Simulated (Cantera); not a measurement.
**Al + Cl2 + H2 (aluminium and copper etching)**

Input: 1 mol Al, 0.81 mol Cl2, 12 mol H2, at 10000 Pa.

Cantera equilibrium calculation (NASA polynomials, part measured and part estimated; ideal gas, pure solids and liquids). Candidate condensed phases: Al, AlCl3; 12 gas species. The tables' values for AlCl2 are old estimates; treat these amounts as uncertain. Kinetics and transport are ignored.

```json
[
 {"T (°C)": "625", "x H2": "0.956", "x AlCl": "0.00141", "x AlCl3": "0.0421", "x AlCl2": "0.000401", "n Al(s)": "0.447", "n Al(l)": "0"},
 {"T (°C)": "675", "x H2": "0.954", "x AlCl": "0.00366", "x AlCl3": "0.0411", "x AlCl2": "0.000824", "n Al(s)": "0", "n Al(l)": "0.426"},
 {"T (°C)": "725", "x H2": "0.951", "x AlCl": "0.00823", "x AlCl3": "0.0390", "x AlCl2": "0.00152", "n Al(s)": "0", "n Al(l)": "0.385"},
 {"T (°C)": "775", "x H2": "0.945", "x AlCl": "0.0168", "x AlCl3": "0.0352", "x AlCl2": "0.00254", "n Al(s)": "0", "n Al(l)": "0.308"},
 {"T (°C)": "825", "x H2": "0.936", "x AlCl": "0.0310", "x AlCl3": "0.0292", "x AlCl2": "0.00379", "n Al(s)": "0", "n Al(l)": "0.180"},
 {"T (°C)": "875", "x H2": "0.923", "x AlCl": "0.0507", "x AlCl3": "0.0213", "x AlCl2": "0.00491", "n Al(s)": "0", "n Al(l)": "0"},
 {"T (°C)": "925", "x H2": "0.923", "x AlCl": "0.0504", "x AlCl3": "0.0208", "x AlCl2": "0.00567", "n Al(s)": "0", "n Al(l)": "0"},
 {"T (°C)": "975", "x H2": "0.922", "x AlCl": "0.0502", "x AlCl3": "0.0202", "x AlCl2": "0.00644", "n Al(s)": "0", "n Al(l)": "0"}
]
```
x: gas mole fraction; n: condensed amount in mol.

At 625 °C the condensed part is Al(s). From 675 °C to 825 °C the condensed part is Al(l). From 875 °C to 975 °C nothing is condensed. The main Al-bearing gas is AlCl3 at 625 °C and AlCl at 975 °C.
